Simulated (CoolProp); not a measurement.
The numbers come from the reference Helmholtz-energy equation of state, Colonna 2008 in CoolProp. It is a short technical equation, of lower accuracy than the large ones.

Q: For dodecamethylcyclohexasiloxane (D6), give the phase and the cp (kJ/(kg K)), cv (kJ/(kg K)), expansivity (1/kK), fugacity coefficient at 348.9 K and 0.357 MPa; 283.4 K and 0.0837 MPa; 368.2 K and 0.126 MPa.

A: 
- 348.9 K and 0.357 MPa: liquid; cp 1.67, cv 1.51, expansivity 1.21, fugacity coefficient 0.000509
- 283.4 K and 0.0837 MPa: liquid; cp 1.56, cv 1.40, expansivity 1.11, fugacity coefficient 8.90e-6
- 368.2 K and 0.126 MPa: liquid; cp 1.71, cv 1.55, expansivity 1.26, fugacity coefficient 0.00432
